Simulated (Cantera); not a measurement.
Input (Python, Cantera) and output of one run.

```python
import numpy as np
import cantera as ct

gas_names = [...]  # 123 gases of nasa_gas.yaml made of C, H, O, Si
cond_names = """
    C(gr) C6H6(L) C7H8(L) C8H18(L),n-octa H2O(s) H2O(L) Si(cr) Si(L) SiC(b) SiO2(Lqz) SiO2(hqz) SiO2(L)
""".split()


# ... load() reads the species with a 1 bar reference pressure and builds the phases ...
atoms = {
    'SiC': {'Si': 1, 'C': 1},
    'O2': {'O': 2},
    'H2': {'H': 2},
}
top_T = {'C(gr)': 4500, 'SiC(b)': 3050}  # K; cautious upper limits of use, not melting points


# ... equilibrate(T, P, feed) seeds the gas with the atoms and calls Mixture.equilibrate('TP', solver="vcs", rtol=1e-11, max_steps=5000) ...
results = []
feed = {'SiC': 1, 'O2': 2.7, 'H2': 110}  # mol
P = 0.23  # Pa
for T in [1498, 1598, 1698, 1798, 1898, 1998, 2098, 2198]:
    mix = equilibrate(T, P, feed)
    results.append((T, P, feed, dict(zip(mix.species_names, mix.species_moles))))

top = {s: max(r[3][s] / sum(r[3][g] for g in gas_names) for r in results) for s in gas_names}
cols = sorted((s for s in top if top[s] > 1e-05), key=lambda s: -top[s])[:7]
seen = [c for c in cond_names if any(r[3].get(c, 0) > 1e-12 for r in results)]
print("log10 of partial pressures in bar; condensed amounts in mol")
print(f"{'T/K':>10s}" + "".join(f"{s[:9]:>10s}" for s in cols + seen))
for T, P, feed, n in results:
    ng = sum(n[g] for g in gas_names)
    print(f"{T:10.4g}" + "".join(f"{np.log10(max(n[s] / ng * P / 1e5, 1e-99)):10.3f}" for s in cols)
          + "".join(f"{n.get(c, 0):10.4g}" for c in seen))
```

Result:

```
log10 of partial pressures in bar; condensed amounts in mol
       T/K        H2         H       H2O         O       SiO        CO        OH
      1498    -5.665    -7.597    -7.160   -12.634    -7.690    -7.695   -10.640
      1598    -5.675    -7.111    -7.165   -11.528    -7.695    -7.700   -10.012
      1698    -5.701    -6.690    -7.179   -10.543    -7.707    -7.711    -9.458
      1798    -5.760    -6.334    -7.213    -9.652    -7.734    -7.738    -8.968
      1898    -5.881    -6.048    -7.288    -8.832    -7.782    -7.786    -8.541
      1998    -6.100    -5.845    -7.475    -8.103    -7.852    -7.856    -8.222
      2098    -6.434    -5.729    -7.975    -7.637    -7.922    -7.925    -8.195
      2198    -6.847    -5.678    -8.820    -7.495    -7.964    -7.965    -8.508
```

These are equilibrium values from Cantera (NASA tables, ideal gas, pure condensed phases), not measurements of a reactor.
